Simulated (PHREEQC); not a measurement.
Dissolve 0.027 mol/kgw CdCl2, 0.0013 mol/kgw MgSO4, 0.00017 mol/kgw HCl and 0.00063 mol/kgw NaCl at 60 °C. Closed to the air; pH follows from the charge balance.

Model: ion-association model, phreeqc.dat, run in PHREEQC.

Each row changes one thing in this solution. No solid was allowed to form.

| case | pH | ionic strength (mol/kgw) | Cl- (mol/kgw) | Mg+2 (mol/kgw) | SO4-2 (mol/kgw) | MgSO4 (mol/kgw) | SI of Halite (NaCl) |
|---|---|---|---|---|---|---|---|
| as made | 3.87 | 0.0488 | 0.0359 | 0.00121 | 0.000731 | 9.40e-5 | -6.42 |
| HCl from 0.00017 to 0.00034 mol/kgw | 3.57 | 0.0489 | 0.0360 | 0.00121 | 0.000725 | 9.32e-5 | -6.42 |
| temperature from 60 to 55 °C | 3.87 | 0.0489 | 0.0359 | 0.00121 | 0.000737 | 8.72e-5 | -6.42 |
| CdCl2 replaced by AlCl3 at the same molality | 3.04 | 0.159 | 0.0818 | 0.00129 | 0.000177 | 1.16e-5 | -6.16 |
| HCl from 0.00017 to 0.000255 mol/kgw | 3.70 | 0.0488 | 0.0360 | 0.00121 | 0.000728 | 9.36e-5 | -6.42 |
| HCl left out | 5.47 | 0.0487 | 0.0357 | 0.00120 | 0.000736 | 9.48e-5 | -6.43 |
| MgSO4 from 0.0013 to 0.00065 mol/kgw | 3.86 | 0.0470 | 0.0357 | 0.000624 | 0.000375 | 2.56e-5 | -6.42 |
| HCl from 0.00017 to 3.4e-05 mol/kgw | 4.57 | 0.0487 | 0.0358 | 0.00120 | 0.000736 | 9.47e-5 | -6.43 |
| CdCl2 replaced by Cd(NO3)2 at the same molality | 3.88 | 0.0823 | 0.000403 | 0.00125 | 0.000558 | 5.42e-5 | -8.41 |

Species that the database lacks are ignored. Some of these states are supersaturated (in Gibbsite (slow to form), for instance). Away from 25 °C the constants follow the database's enthalpies or fits; those with neither stay at their 25 °C values.
